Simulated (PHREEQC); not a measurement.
A made-up water analysis in mg/L, 25 °C, pH 3.43, pe 9.3:

| constituent | mg/L |
|---|---|
| Na | 407 |
| K | 22.6 |
| Ca | 388 |
| Mg | 69.6 |
| Cl | 103 |
| S(6) as SO4 | 1550 |
| Fe(3) | 3.68 |

Valence states are taken as typed.

Computed with PHREEQC (ion-association model, wateq4f.dat).

The ionic strength comes out as 0.0502 mol/kgw. What activity coefficients do Fe(OH)2+, FeSO4+, FeOH+2, H+, Ca+2 get?

Fe(OH)2+ 0.83, FeSO4+ 0.82, FeOH+2 0.46, H+ 0.85, Ca+2 0.47.

No solid was allowed to form. Saturation is exceeded, for instance for Jarosite-K, Jarosite-Na; the values hold only as long as no solid forms.
